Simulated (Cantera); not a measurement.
Mixture: CH4 : O2 : N2 = 1 : 1.54 : 4.62 (molar parts), at 100000 Pa, adiabatic and at constant pressure. Ignition delay is the time to a rise of 400 K.

Cantera simulation using GRI-Mech 3.0 (53 species, 325 reactions); the numbers are that mechanism's predictions, not measurements.

**Question.** Predict: delay at 1250 K; delay at 1325 K; delay at 1400 K; delay at 1475 K; delay at 1550 K; delay at 1625 K; delay at 1700 K; apparent activation energy between 1550 and 1700 K.

**Answer.** 
```json
{
  "delay at 1250 K": "21.6 ms",
  "delay at 1325 K": "8.08 ms",
  "delay at 1400 K": "3.25 ms",
  "delay at 1475 K": "1.42 ms",
  "delay at 1550 K": "0.670 ms",
  "delay at 1625 K": "0.346 ms",
  "delay at 1700 K": "0.193 ms",
  "apparent activation energy between 1550 and 1700 K": "180 kJ/mol"
}
```
